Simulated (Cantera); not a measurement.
## Ignition delay

Mixture: H₂ : O₂ : N₂ : NO = 1 : 0.549 : 2.07 : 0.0089 (molar parts), at 160000 Pa, adiabatic and at constant pressure. Ignition delay is the time to a rise of 400 K.

Detailed kinetics in Cantera: GRI-Mech 3.0 (53 species, 325 reactions). The mechanism lacks 2 NO + O2 → 2 NO2 and HONO, so NO2 and the effect of NO are under-described below about 1400 K.

| T0 (K) | delay (ms) |
|---|---|
| 950 | 0.287 |
| 1000 | 0.154 |
| 1050 | 0.0903 |
| 1100 | 0.0581 |
| 1150 | 0.0404 |
| 1200 | 0.0298 |
| 1250 | 0.0230 |

apparent activation energy between 1150 and 1250 K: 67 kJ/mol
